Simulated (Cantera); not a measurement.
What does this Cantera script print?

```python
import numpy as np
import cantera as ct

gas_names = """
    HBO2 N2 N2O H2 OH B2O2 H
""".split()
cond_names = """
    BN(s)
""".split()


# ... load() reads the species with a 1 bar reference pressure and builds the phases ...
species = {s.name: s for s in load("nasa_gas.yaml", gas_names) + load("nasa_condensed.yaml", cond_names)}
# Each term lists the table entries of one substance; the one whose range holds T is used.
reactions = {
    '2 HBO2(g) + 5 N2(g) = 2 BN + 4 N2O(g) + H2(g)':
        [(-2, ['HBO2']), (-5, ['N2']), (2, ['BN(s)']), (4, ['N2O']), (1, ['H2'])],
    '2 BN + 2 OH(g) = N2(g) + B2O2(g) + 2 H(g)':
        [(-2, ['BN(s)']), (-2, ['OH']), (1, ['N2']), (1, ['B2O2']), (2, ['H'])],
}


def pick(names, T):
    return next(species[n] for n in names if species[n].thermo.min_temp <= T <= species[n].thermo.max_temp)


results = []
for label, terms in reactions.items():
    print(label)
    print("     T/K   dH/kJ  dS/(J/K)   dG/kJ   log10 K")
    for T in [823, 873, 923, 973, 1023, 1073, 1123, 1173, 1223, 1273, 1323]:
        used = [(nu, pick(names, T)) for nu, names in terms]
        dH = sum(nu * s.thermo.h(T) for nu, s in used) / 1e6
        dS = sum(nu * s.thermo.s(T) for nu, s in used) / 1e3
        dG = dH - T * dS / 1e3
        logK = -dG * 1e6 / (ct.gas_constant * T * np.log(10))
        results.append((label, T, dH, dS, dG, logK, [s.name for _, s in used]))
        print(f"{T:8g} {dH:8.1f} {dS:8.1f} {dG:8.1f} {logK:8.2f}")
```

Result:

```
2 HBO2(g) + 5 N2(g) = 2 BN + 4 N2O(g) + H2(g)
     T/K   dH/kJ  dS/(J/K)   dG/kJ   log10 K
     823    958.6   -376.5   1268.5   -80.51
     873    960.6   -374.1   1287.2   -77.02
     923    962.7   -371.8   1305.9   -73.90
     973    964.8   -369.6   1324.4   -71.10
    1023    967.0   -367.4   1342.8   -68.56
    1073    969.1   -365.4   1361.2   -66.26
    1123    971.3   -363.3   1379.4   -64.16
    1173    973.6   -361.4   1397.5   -62.23
    1223    975.8   -359.6   1415.5   -60.46
    1273    978.0   -357.8   1433.5   -58.82
    1323    980.2   -356.1   1451.3   -57.30
2 BN + 2 OH(g) = N2(g) + B2O2(g) + 2 H(g)
     T/K   dH/kJ  dS/(J/K)   dG/kJ   log10 K
     823    411.0    283.8    177.4   -11.26
     873    411.2    284.1    163.2    -9.76
     923    411.5    284.4    149.0    -8.43
     973    411.7    284.6    134.7    -7.23
    1023    411.8    284.7    120.5    -6.15
    1073    411.8    284.8    106.3    -5.17
    1123    411.8    284.8     92.0    -4.28
    1173    411.8    284.8     77.8    -3.46
    1223    411.8    284.7     63.6    -2.71
    1273    411.7    284.7     49.3    -2.02
    1323    411.6    284.6     35.1    -1.39
```

Source: NASA polynomial tables (part measured, part estimated), evaluated in Cantera. Condensed species are held in their standard states even where they would react or evaporate.
